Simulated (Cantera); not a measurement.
Equilibrium for carbon deposition, reforming and gasification: n-butane + H2O + H2

Charge: 1 mol n-butane, 1.6 mol H2O, 1.9 mol H2, at 2798.15 K and 49.0 mbar.

Cantera equilibrium calculation (NASA polynomials, part measured and part estimated; ideal gas, pure solids and liquids). Candidate condensed phases: C, C6H6, C7H8, C8H18, H2O; 110 gas species. Rates play no part.

| Item | Result |
|---|---|
| x(H2) | 0.566 |
| x(H) | 0.276 |
| x(CO) | 0.136 |
| x(C2H2 (acetylene)) | 0.0188 |
| x(C2H) | 0.00115 |
| x(C3) | 0.000630 |
| x(C4H2) | 0.000259 |
| x(C) | 0.000132 |
| x(C2) | 6.15e-5 |
| n(C(graphite)) | 1.89 mol |
| gas amount | 11.74 mol |
